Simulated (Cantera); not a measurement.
Input (Python, Cantera):

```python
import numpy as np
import cantera as ct

gas = ct.Solution("SiF4_NH3_mec.yaml", "gas")
gas.TPX = 1525, 1100, {'NH3': 1, 'N2': 0.15}
reactor = ct.IdealGasConstPressureReactor(gas, energy="off", clone=False)
net = ct.ReactorNet([reactor])
net.rtol, net.atol = 1e-08, 1e-18
show = ['NH3', 'N2H4', 'H2', 'H', 'N2H2']
times = np.geomspace(0.001, 20, 13)

steps = ct.SolutionArray(gas, extra=["t"])
rows = []
print(f"{'t/s':>10s}{'T/K':>9s}{'P/Pa':>11s}" + "".join(f"{s:>11s}" for s in show))
for t in times:
    while net.time < t:
        t_next = net.step()
        steps.append(gas.state, t=t_next)
    rows.append([np.interp(t, steps.t, y) for y in (steps.T, steps.P, *steps(*show).X.T)])
    print(f"{t:10.3e}{rows[-1][0]:9.1f}{rows[-1][1]:11.4g}" + "".join(f"{x:11.3e}" for x in rows[-1][2:]))
rate = np.gradient(steps.T, steps.t)
print("integrator steps:", len(steps.t))
if steps.T.max() > steps.T[0] + 200:
    print(f"time of steepest temperature rise: {steps.t[rate.argmax()]:.4e} s")
gas.TPX = 1525, 1100, {'NH3': 1, 'N2': 0.15}
gas.equilibrate("TP")
print(f"equilibrium (TP): T = {gas.T:.1f} K  " + "  ".join(f"{s} {gas[s].X[0]:.3e}" for s in show))
```

Output:

```
       t/s      T/K       P/Pa        NH3       N2H4         H2          H       N2H2
 1.000e-03   1525.0       1100  8.696e-01  1.592e-14  1.080e-07  1.616e-09  6.333e-13
 2.283e-03   1525.0       1100  8.696e-01  1.322e-13  2.487e-07  1.616e-09  6.965e-12
 5.210e-03   1525.0       1100  8.696e-01  8.986e-13  5.698e-07  1.617e-09  6.885e-11
 1.189e-02   1525.0       1100  8.696e-01  5.301e-12  1.305e-06  1.624e-09  5.716e-10
 2.714e-02   1525.0       1100  8.696e-01  2.913e-11  3.011e-06  1.666e-09  3.901e-09
 6.196e-02   1525.0       1100  8.695e-01  1.547e-10  7.287e-06  1.915e-09  2.322e-08
 1.414e-01   1525.0       1100  8.695e-01  8.018e-10  2.183e-05  3.372e-09  1.279e-07
 3.228e-01   1525.0       1100  8.694e-01  3.733e-09  1.105e-04  1.240e-08  6.088e-07
 7.368e-01   1525.0       1100  8.686e-01  9.030e-09  6.799e-04  5.500e-08  1.461e-06
 1.682e+00   1525.0       1100  8.664e-01  9.805e-09  2.477e-03  1.571e-07  1.593e-06
 3.839e+00   1525.0       1100  8.612e-01  9.566e-09  6.613e-03  3.822e-07  1.575e-06
 8.762e+00   1525.0       1100  8.497e-01  9.121e-09  1.590e-02  8.802e-07  1.532e-06
 2.000e+01   1525.0       1100  8.243e-01  8.404e-09  3.625e-02  1.960e-06  1.435e-06
integrator steps: 625
equilibrium (TP): T = 1525.0 K  NH3 1.998e-07  N2H4 1.287e-20  H2 6.975e-01  H 1.896e-04  N2H2 1.399e-16
```

Model: the gas-phase N/H chemistry of the illustrative SiF4/NH3 mechanism in the Surface Chemkin manual (1991), integrated in Cantera. Walls and surfaces, which speed up NH3 decomposition in real reactors, are not modelled.
